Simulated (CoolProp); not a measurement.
Saturated liquid density (kg/m³) of neopentane: the reference equation beside estimates from Tc = 160.6 °C, pc = 31.96 bar, ω = 0.196. Rackett uses Z = 0.29056 − 0.08775 ω.

The numbers come from the reference Helmholtz-energy equation of state, Lemmon 2006 in CoolProp. It is a short technical equation, of lower accuracy than the large ones.

```json
[
 {"T (°C)": "30.35", "reference": "578.4", "Rackett": "586.8", "Redlich-Kwong": "529.3", "Soave-Redlich-Kwong": "544.8", "Peng-Robinson": "617.0"},
 {"T (°C)": "38.25", "reference": "569.4", "Rackett": "577.4", "Redlich-Kwong": "518.8", "Soave-Redlich-Kwong": "534.8", "Peng-Robinson": "606.0"},
 {"T (°C)": "46.15", "reference": "560.0", "Rackett": "567.6", "Redlich-Kwong": "507.9", "Soave-Redlich-Kwong": "524.3", "Peng-Robinson": "594.3"},
 {"T (°C)": "54.15", "reference": "550.2", "Rackett": "557.4", "Redlich-Kwong": "496.4", "Soave-Redlich-Kwong": "513.1", "Peng-Robinson": "581.9"},
 {"T (°C)": "62.05", "reference": "540.2", "Rackett": "546.9", "Redlich-Kwong": "484.5", "Soave-Redlich-Kwong": "501.5", "Peng-Robinson": "568.9"},
 {"T (°C)": "69.95", "reference": "529.7", "Rackett": "536.1", "Redlich-Kwong": "472.1", "Soave-Redlich-Kwong": "489.2", "Peng-Robinson": "555.0"},
 {"T (°C)": "77.95", "reference": "518.6", "Rackett": "524.6", "Redlich-Kwong": "458.8", "Soave-Redlich-Kwong": "476.0", "Peng-Robinson": "540.2"},
 {"T (°C)": "85.85", "reference": "507.0", "Rackett": "512.8", "Redlich-Kwong": "445.1", "Soave-Redlich-Kwong": "462.1", "Peng-Robinson": "524.5"},
 {"T (°C)": "93.75", "reference": "494.7", "Rackett": "500.3", "Redlich-Kwong": "430.5", "Soave-Redlich-Kwong": "447.4", "Peng-Robinson": "507.6"},
 {"T (°C)": "101.65", "reference": "481.6", "Rackett": "487.0", "Redlich-Kwong": "415.1", "Soave-Redlich-Kwong": "431.5", "Peng-Robinson": "489.4"},
 {"T (°C)": "109.65", "reference": "467.4", "Rackett": "472.7", "Redlich-Kwong": "398.3", "Soave-Redlich-Kwong": "414.2", "Peng-Robinson": "469.5"},
 {"T (°C)": "117.55", "reference": "452.0", "Rackett": "457.3", "Redlich-Kwong": "380.5", "Soave-Redlich-Kwong": "395.6", "Peng-Robinson": "447.9"},
 {"T (°C)": "125.45", "reference": "434.9", "Rackett": "440.4", "Redlich-Kwong": "361.0", "Soave-Redlich-Kwong": "375.1", "Peng-Robinson": "423.9"},
 {"T (°C)": "133.45", "reference": "415.4", "Rackett": "421.0", "Redlich-Kwong": "339.1", "Soave-Redlich-Kwong": "351.8", "Peng-Robinson": "396.6"}
]
```

Absolute difference from the reference over all 14 rows, mean and median: Rackett 1.2 and 1.2 %, Redlich-Kwong 12.4 and 11.9 %, Soave-Redlich-Kwong 9.3 and 8.5 %, Peng-Robinson 4.0 and 4.3 %.
